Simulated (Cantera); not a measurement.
# CHF₃ + H₂ + Si (fluorocarbon and chlorocarbon gases)

A closed system holds: 1 mol CHF₃, 17 mol H₂, 0.033 mol Si, equilibrated at 1.33 mbar.

These are equilibrium values from Cantera (NASA tables, ideal gas, pure condensed phases), not measurements of a reactor. Candidate condensed phases: C, C₆H₆, C₇H₈, C₈H₁₈, Si, SiC; 130 gas species. Ions and electrons are included (thermal ionisation). The tables' values for SiF, SiF₂ are old estimates; treat these amounts as uncertain. The numbers say what is thermodynamically allowed, not how fast it happens.

From 2727 °C to 4727 °C nothing is condensed. The main Si-bearing gas is Si at 2727 °C and Si+ at 4727 °C.

```json
[
 {"T (°C)": "2727", "x H": "0.856", "x F": "0.0103", "x HF": "0.0760", "x H₂": "0.0392", "x C": "0.0101", "x C₃": "0.00442", "x C₂": "0.00169"},
 {"T (°C)": "3227", "x H": "0.892", "x F": "0.0624", "x HF": "0.0158", "x H₂": "0.00304", "x C": "0.0252", "x C₃": "3.16e-5", "x C₂": "0.000313"},
 {"T (°C)": "3727", "x H": "0.896", "x F": "0.0755", "x HF": "0.00147", "x H₂": "0.000421", "x C": "0.0256", "x C₃": "1.04e-7", "x C₂": "2.33e-5"},
 {"T (°C)": "4227", "x H": "0.896", "x F": "0.0766", "x HF": "0.000200", "x H₂": "8.96e-5", "x C": "0.0256", "x C₃": "1.17e-9", "x C₂": "3.01e-6"},
 {"T (°C)": "4727", "x H": "0.896", "x F": "0.0768", "x HF": "4.00e-5", "x H₂": "2.59e-5", "x C": "0.0255", "x C₃": "3.20e-11", "x C₂": "5.79e-7"}
]
```
x: gas mole fraction; nothing condenses.
